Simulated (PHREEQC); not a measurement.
Dissolve 0.059 mol/kgw H3PO4 and 0.00014 mol/kgw HF at 25 °C. Closed to the air; pH follows from the charge balance.

Model: ion-association model, phreeqc.dat, run in PHREEQC.

Each row changes one thing in this solution. This is a speciation only: nothing precipitates in the calculation.

| case | pH | ionic strength (mol/kgw) | H3PO4 (mol/kgw) | H2PO4- (mol/kgw) | HF (mol/kgw) | F- (mol/kgw) |
|---|---|---|---|---|---|---|
| as made | 1.78 | 0.0187 | 0.0403 | 0.0187 | 0.000134 | 6.17e-6 |
| diluted 100-fold with water | 3.27 | 0.000549 | 4.20e-5 | 0.000548 | 6.14e-7 | 7.86e-7 |
| HF from 0.00014 to 0.00021 mol/kgw | 1.78 | 0.0187 | 0.0403 | 0.0187 | 0.000201 | 9.25e-6 |
| H3PO4 from 0.059 to 0.0649 mol/kgw | 1.75 | 0.0199 | 0.0450 | 0.0198 | 0.000134 | 5.86e-6 |
| temperature from 25 to 55 °C | 1.84 | 0.0164 | 0.0426 | 0.0164 | 0.000136 | 4.05e-6 |

Away from 25 °C the constants follow the database's enthalpies or fits; those with neither stay at their 25 °C values.
